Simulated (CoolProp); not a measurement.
Saturation properties of R152A (Tc = 386.4 K, pc = 4517 kPa, ω = 0.275).

Values from CoolProp's reference Helmholtz-energy equation of state, Outcalt 1996. It is a modified Benedict-Webb-Rubin equation, recast in Helmholtz form.

| T (K) | p (kPa) | enthalpy of vaporisation (kJ/kg) | liquid cp (kJ/(kg K)) | surface tension (mN/m) | liquid viscosity (µPa s) | liquid conductivity (mW/(m K)) |
|---|---|---|---|---|---|---|
| 281.1 | 348.1 | 298.8 | 1.726 | 12.0 | 197 | 109 |
| 285.2 | 398.8 | 294.3 | 1.742 | 11.5 | 188 | 107 |
| 289.4 | 456.3 | 289.6 | 1.760 | 10.9 | 179 | 105 |
| 293.6 | 520.0 | 284.8 | 1.779 | 10.3 | 170 | 103 |
| 297.8 | 590.3 | 279.8 | 1.798 | 9.75 | 162 | 101 |
| 302 | 667.4 | 274.6 | 1.820 | 9.20 | 154 | 99.4 |
| 306.1 | 749.9 | 269.4 | 1.842 | 8.66 | 147 | 97.6 |
| 310.3 | 842.0 | 263.8 | 1.867 | 8.11 | 140 | 95.8 |

It boils at 249.1 K under 1 atm.

Viscosity comes from a separate model (Bell 2016), an estimate that may be off by 10 % or more. Thermal conductivity comes from a separate model (Krauss 1996). Surface tension comes from a separate correlation (Mulero 2012).
